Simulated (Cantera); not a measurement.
A perfectly stirred reactor is fed with 4.56 % CH4, 19.4 % O2, 72.9 % N2, 3.10 % H2O, at 10.0 bar; it is adiabatic with a 350 K inlet, and is followed from long to short residence time, starting on the burning branch (τ in s: 0.12, 0.041, 0.014, 0.005, 0.0018, 0.00061, 0.00021, 7.4e-05, 2.6e-05).

Model: GRI-Mech 3.0 (53 species, 325 reactions), integrated in Cantera.

Problem. Predict: blow-out, bracketed by the residence times tried; x(CH4) at τ = 0.120 s; x(O2) at τ = 0.120 s; x(H2O) at τ = 0.120 s; x(N2O) at τ = 0.120 s; x(CH4) at τ = 1.80 ms; x(O2) at τ = 1.80 ms; x(H2O) at τ = 1.80 ms.

Solution. 
* **blow-out, bracketed by the residence times tried**: burning at 14.0 ms, out at 5.00 ms
* **x(CH4) at τ = 0.120 s**: 8.39e-5
* **x(O2) at τ = 0.120 s**: 0.103
* **x(H2O) at τ = 0.120 s**: 0.122
* **x(N2O) at τ = 0.120 s**: 5.63e-7
* **x(CH4) at τ = 1.80 ms**: 0.0456
* **x(O2) at τ = 1.80 ms**: 0.194
* **x(H2O) at τ = 1.80 ms**: 0.0310
